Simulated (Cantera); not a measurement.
Mixture: CH₄ : O₂ : N₂ = 1 : 3.12 : 11.8 (molar parts), equivalence ratio 0.64, at 2.10 bar, adiabatic and at constant volume. Ignition delay is the time to a rise of 400 K.

Detailed kinetics in Cantera: GRI-Mech 3.0 (53 species, 325 reactions).

Problem. What does this change do: constant pressure in place of constant volume?

Solution. 
| quantity | before | after |
|---|---|---|
| delay at 1225 K | 12.9 ms | 13.4 ms |
| delay at 1325 K | 3.61 ms | 3.78 ms |
| delay at 1425 K | 1.16 ms | 1.21 ms |
| delay at 1525 K | 0.425 ms | 0.446 ms |
| delay at 1625 K | 0.180 ms | 0.189 ms |
| delay at 1725 K | 86.1 µs | 90.8 µs |
| delay at 1825 K | 45.7 µs | 48.4 µs |
| apparent activation energy between 1625 and 1825 K | 170 kJ/mol | 170 kJ/mol |

Problem. What does this change do: 0.15 parts H2 added?

Solution. 
```tsv
quantity	before	after
delay at 1225 K	12.9 ms	3.54 ms
delay at 1325 K	3.61 ms	1.33 ms
delay at 1425 K	1.16 ms	0.531 ms
delay at 1525 K	0.425 ms	0.234 ms
delay at 1625 K	0.180 ms	0.114 ms
delay at 1725 K	86.1 µs	61.2 µs
delay at 1825 K	45.7 µs	35.1 µs
apparent activation energy between 1625 and 1825 K	170 kJ/mol	150 kJ/mol
```
